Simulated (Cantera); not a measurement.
A perfectly stirred reactor is fed with NH3 : N2 = 1 : 18 (molar parts), at 1330 Pa; it is held at 2200 K, and followed from long to short residence time.

Detailed kinetics in Cantera: the gas-phase N/H chemistry of the illustrative SiF4/NH3 mechanism in the Surface Chemkin manual (1991). Walls and surfaces, which speed up NH3 decomposition in real reactors, are not modelled.

Predict: x(NH3) at τ = 19.0 s; x(H2) at τ = 19.0 s; x(H) at τ = 19.0 s; x(NH) at τ = 19.0 s; x(NH3) at τ = 39.0 ms; x(H2) at τ = 39.0 ms; x(H) at τ = 39.0 ms; x(NH) at τ = 39.0 ms.


- x(NH3) at τ = 19.0 s = 0.000579
- x(H2) at τ = 19.0 s = 0.0737
- x(H) at τ = 19.0 s = 0.000924
- x(NH) at τ = 19.0 s = 6.75e-6
- x(NH3) at τ = 39.0 ms = 0.0434
- x(H2) at τ = 39.0 ms = 0.0124
- x(H) at τ = 39.0 ms = 7.36e-5
- x(NH) at τ = 39.0 ms = 2.94e-5
